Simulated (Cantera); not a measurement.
A closed system holds: 1 mol borazine, 7.4 mol H2, 1.9 mol NH3, held at 2300 K and 0.000160 bar.

Cantera equilibrium calculation (NASA polynomials, part measured and part estimated; ideal gas, pure solids and liquids). The feed counts by its element totals alone. The tables' values for BH2 are old estimates; treat these amounts as uncertain. Rates play no part.

| species | before | after |
|---|---|---|
| H2 | 0.364 | 0.932 |
| N2 | 0.110 | 0.0669 |
| H | 0.461 | 0.000967 |
| B | 0.0634 | <1e-9 |
| BH2 | 0.000757 | 1.09e-7 |
| BH | 0.000424 | <1e-9 |
| BN | 0.000147 | <1e-9 |
| B(s), mol | 1.56 | 0 |
| BN(s), mol | 0 | 3.00 |
Gas species are given as mole fractions.

Q: What was changed between the two runs?
A. temperature from 2300 K to 1473.15 K
B. temperature from 2300 K to 1650 K
C. borazine replaced by B
D. borazine replaced by B2H6

A: A, temperature from 2300 K to 1473.15 K
